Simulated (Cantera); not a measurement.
An isothermal, constant-pressure homogeneous reactor starts with CH₄ : H₂O = 1 : 0.5 (molar parts), at 1225 K and 1600000 Pa. Integrator tolerance rtol = 1e-08.

Cantera simulation using GRI-Mech 3.0 (53 species, 325 reactions); the numbers are that mechanism's predictions, not measurements. GRI-Mech 3.0 stops at C3 and has no aromatics, soot or wall deposition, so with more carbon than oxygen in the feed, carbon stays in small species such as C2H2 where larger ones or solid carbon would form. The pressure lies above the range GRI-Mech 3.0 was tuned for (to about 10 atm).

What does this change do: pressure from 1600000 Pa to 100000 Pa?


```json
[
 {"quantity": "x(CH₄) at 30.0 s", "before": "0.574 (gas-phase equilibrium 0.218)", "after": "0.625 (gas-phase equilibrium 0.198)"},
 {"quantity": "x(H₂O) at 30.0 s", "before": "0.321 (gas-phase equilibrium 0.0108)", "after": "0.326 (gas-phase equilibrium 5.53e-5)"},
 {"quantity": "x(CO₂) at 30.0 s", "before": "0.000129 (gas-phase equilibrium 0.00242)", "after": "1.95e-6 (gas-phase equilibrium 1.25e-5)"},
 {"quantity": "x(O₂) at 30.0 s", "before": "<1e-12 (gas-phase equilibrium <1e-12)", "after": "<1e-12 (gas-phase equilibrium <1e-12)"},
 {"quantity": "x(C₂H₆) at 30.0 s", "before": "0.00355 (gas-phase equilibrium 7.38e-5)", "after": "0.000316 (gas-phase equilibrium 5.82e-5)"}
]
```
